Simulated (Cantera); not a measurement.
Charge: 1 mol SiCl₄, 8.1 mol O₃, 98 mol N₂, equilibrated at 1000 °C and 1.00 bar.

These are equilibrium values from Cantera (NASA tables, ideal gas, pure condensed phases), not measurements of a reactor. Candidate condensed phases: Si, SiO₂, Si₂N₂O, Si₃N₄; 23 gas species. The tables hold silica as quartz up to 1696 K and as liquid above; real silica turns to tridymite and cristobalite and melts near 1996 K. Equilibrium is a limit: real reactors are often held back by kinetics, nucleation or transport.

Base state: N₂ 0.881, O₂ 0.100, Cl₂ 0.0173, Cl 0.00128, NO 0.000242, ClO 1.39e-5 (mole fractions); condensed: SiO₂(β-quartz).

Task: What changes in the equilibrium state with this change: temperature from 1000 °C to 1275 °C?

Result: 
```csv
species,before,after
N₂,0.881,0.877
O₂,0.100,0.0993
Cl₂,0.0173,0.0133
Cl,0.00128,0.00921
ClO,1.39e-5,6.72e-5
NO,0.000242,0.00112
"SiO₂(β-quartz), mol",1.00,1.00
```
